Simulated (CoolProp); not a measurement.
Vapour pressure (MPa) of carbon monoxide: the reference equation beside estimates from Tc = 132.9 K, pc = 3.498 MPa, ω = 0.050.

The numbers come from the reference Helmholtz-energy equation of state, Lemmon 2006 in CoolProp. It is a short technical equation, of lower accuracy than the large ones.

```
T (K)  reference  van der Waals  Redlich-Kwong  Peng-Robinson
-----  ---------  -------------  -------------  -------------
78.3     0.06807         0.2738        0.05919        0.06975
82.1      0.1068         0.3595        0.09697         0.1085
85.8      0.1587         0.4588         0.1490         0.1604
89.6      0.2298         0.5783         0.2215         0.2314
93.3      0.3197         0.7128         0.3142         0.3210
97.1      0.4364         0.8707         0.4356         0.4375
100.8     0.5773          1.045         0.5827         0.5783
104.6     0.7536          1.245         0.7669         0.7548
108.3     0.9596          1.462         0.9816         0.9616
112.1      1.210          1.708          1.242          1.214
115.8      1.496          1.971          1.536          1.502
119.6      1.838          2.265          1.884          1.846
123.3      2.221          2.577          2.270          2.233
127        2.661          2.913          2.704          2.675
130.8      3.181          3.285          3.204          3.191
```

Absolute difference from the reference over all 15 rows, mean and median: van der Waals 95.0 and 65.2 %, Redlich-Kwong 3.4 and 2.3 %, Peng-Robinson 0.6 and 0.4 %.
